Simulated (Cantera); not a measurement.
A perfectly stirred reactor is fed with NO : N₂ = 1 : 1.2 (molar parts), at 17000 Pa; it is held at 1825 K, and followed from long to short residence time.

Model: GRI-Mech 3.0 (53 species, 325 reactions), integrated in Cantera.

Problem. What does this change do: 0.07 parts H2O added?

Solution. 
```
quantity                 before     after
---------------------  --------  --------
x(NO) at τ = 5.00 s       0.361     0.349
x(O₂) at τ = 5.00 s      0.0464    0.0452
x(NO₂) at τ = 5.00 s   0.000169  0.000158
x(O) at τ = 5.00 s      8.69e-5   8.28e-5
x(N₂O) at τ = 5.00 s    4.98e-5   3.70e-5
x(NO) at τ = 29.0 ms      0.454     0.440
x(O₂) at τ = 29.0 ms   0.000253  0.000348
x(NO₂) at τ = 29.0 ms   5.79e-5   2.44e-5
x(O) at τ = 29.0 ms     2.84e-5   1.07e-5
x(N₂O) at τ = 29.0 ms   6.52e-5   4.61e-5
```

Problem. What does this change do: NO 1 to 0.15 parts?

Solution. 
| quantity | before | after |
|---|---|---|
| x(NO) at τ = 5.00 s | 0.361 | 0.103 |
| x(O₂) at τ = 5.00 s | 0.0464 | 0.00401 |
| x(NO₂) at τ = 5.00 s | 0.000169 | 1.56e-5 |
| x(O) at τ = 5.00 s | 8.69e-5 | 2.81e-5 |
| x(N₂O) at τ = 5.00 s | 4.98e-5 | 4.33e-6 |
| x(NO) at τ = 29.0 ms | 0.454 | 0.111 |
| x(O₂) at τ = 29.0 ms | 0.000253 | 1.10e-5 |
| x(NO₂) at τ = 29.0 ms | 5.79e-5 | 5.62e-6 |
| x(O) at τ = 29.0 ms | 2.84e-5 | 1.01e-5 |
| x(N₂O) at τ = 29.0 ms | 6.52e-5 | 3.97e-6 |
